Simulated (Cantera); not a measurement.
## Ignition delay

Mixture: C3H8 : O2 : N2 = 1 : 9.43 : 35.5 (molar parts), at 3080 Torr, adiabatic and at constant pressure. Ignition delay is the time to a rise of 400 K.

Cantera simulation using GRI-Mech 3.0 (53 species, 325 reactions); the numbers are that mechanism's predictions, not measurements. GRI-Mech 3.0 was tuned for natural gas; its chemistry of propane as a main component is partial and can be far from experiment.

```
T0 (K)  delay (ms)
------  ----------
1298         0.474
1398         0.107
1498        0.0332
1598        0.0137
1698       0.00708
1798       0.00431
1898       0.00297
```

| Property | Value |
|---|---|
| apparent activation energy between 1698 and 1898 K | 120 kJ/mol |
